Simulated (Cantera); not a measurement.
# Thermodynamics of hydrogen reduction and annealing atmospheres, feed TiO2 + H2

Input: 1 mol TiO2, a varied amount of H2, at 2000 K and 75.0 Torr.

Equilibrium computed with Cantera from the NASA thermochemical tables; the gas is ideal and each condensed phase is pure. Candidate condensed phases: H2O, Ti, TiO, TiO2, Ti2O3, Ti3O5, Ti4O7; 12 gas species. Mutual solubility and eutectic melting of coexisting phases are not modelled. Condensed phases not in the tables: Magnéli phases beyond Ti4O7. Kinetics and transport are ignored.

From 1.7 mol H2 to 4.1 mol H2 the condensed part is Ti4O7(l). From 9.7 mol H2 to 56 mol H2 the condensed part is Ti3O5(s). At 130 mol H2 the condensed part is Ti2O3(s) + Ti3O5(s). At 320 mol H2 the condensed part is Ti2O3(s). The main Ti-bearing gas is TiO2 at 1.7 mol H2 and TiO at 320 mol H2.

```json
[
 {"n(H2) (mol)": "1.7", "log p H2": "-1.07", "log p H2O": "-1.83", "log p H": "-3.32", "log p OH": "-5.09", "log p TiO": "-7.86", "log p TiO2": "-6.75", "log p O": "-7.48", "log p Ti": "-11.77", "n Ti4O7(l)": "0.250", "n Ti3O5(s)": "0", "n Ti2O3(s)": "0"},
 {"n(H2) (mol)": "4.1", "log p H2": "-1.03", "log p H2O": "-2.22", "log p H": "-3.30", "log p OH": "-5.49", "log p TiO": "-7.54", "log p TiO2": "-6.86", "log p O": "-7.90", "log p Ti": "-11.03", "n Ti4O7(l)": "0.250", "n Ti3O5(s)": "0", "n Ti2O3(s)": "0"},
 {"n(H2) (mol)": "9.7", "log p H2": "-1.02", "log p H2O": "-2.47", "log p H": "-3.30", "log p OH": "-5.75", "log p TiO": "-7.36", "log p TiO2": "-6.93", "log p O": "-8.16", "log p Ti": "-10.59", "n Ti4O7(l)": "0", "n Ti3O5(s)": "0.333", "n Ti2O3(s)": "0"},
 {"n(H2) (mol)": "23", "log p H2": "-1.01", "log p H2O": "-2.84", "log p H": "-3.29", "log p OH": "-6.13", "log p TiO": "-7.10", "log p TiO2": "-7.06", "log p O": "-8.55", "log p Ti": "-9.95", "n Ti4O7(l)": "0", "n Ti3O5(s)": "0.333", "n Ti2O3(s)": "0"},
 {"n(H2) (mol)": "56", "log p H2": "-1.00", "log p H2O": "-3.23", "log p H": "-3.29", "log p OH": "-6.51", "log p TiO": "-6.84", "log p TiO2": "-7.19", "log p O": "-8.94", "log p Ti": "-9.30", "n Ti4O7(l)": "0", "n Ti3O5(s)": "0.333", "n Ti2O3(s)": "0"},
 {"n(H2) (mol)": "130", "log p H2": "-1.00", "log p H2O": "-3.47", "log p H": "-3.29", "log p OH": "-6.76", "log p TiO": "-6.67", "log p TiO2": "-7.27", "log p O": "-9.18", "log p Ti": "-8.88", "n Ti4O7(l)": "0", "n Ti3O5(s)": "0.123", "n Ti2O3(s)": "0.316"},
 {"n(H2) (mol)": "320", "log p H2": "-1.00", "log p H2O": "-3.81", "log p H": "-3.29", "log p OH": "-7.10", "log p TiO": "-6.51", "log p TiO2": "-7.44", "log p O": "-9.52", "log p Ti": "-8.38", "n Ti4O7(l)": "0", "n Ti3O5(s)": "0", "n Ti2O3(s)": "0.499"}
]
```
log p: log10 of the partial pressure in bar; n: condensed amount in mol.
